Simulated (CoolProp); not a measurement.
n-pentane along the isobar 4.27 MPa: density (kg/m³) from the reference equation and from simpler models built on Tc = 469.7 K, pc = 3.368 MPa, ω = 0.251; each cubic takes its own stable root.

The numbers come from the reference Helmholtz-energy equation of state, Thol 2019 in CoolProp.

```csv
T (K),phase,reference
266,liquid,656.4
298.8,liquid,625.9
331.6,liquid,593.5
364.4,liquid,558.0
397.2,liquid,517.7
430,liquid,468.1
462.8,liquid,393.9
495.6,supercritical,165.4
528.4,supercritical,107.6
```

Q: How far does each simpler model (van der Waals, Redlich-Kwong, Soave-Redlich-Kwong, Peng-Robinson) lie from the reference over these 9 states: mean and median of the absolute difference, and the worst?

A: 
- van der Waals: mean 31.1 %, median 37.0 %, worst -38.9 % at 266 K and 4.27 MPa
- Redlich-Kwong: mean 11.3 %, median 11.5 %, worst -18.6 % at 462.8 K and 4.27 MPa
- Soave-Redlich-Kwong: mean 9.5 %, median 8.6 %, worst -17.5 % at 462.8 K and 4.27 MPa
- Peng-Robinson: mean 3.0 %, median 2.7 %, worst -8.2 % at 462.8 K and 4.27 MPa
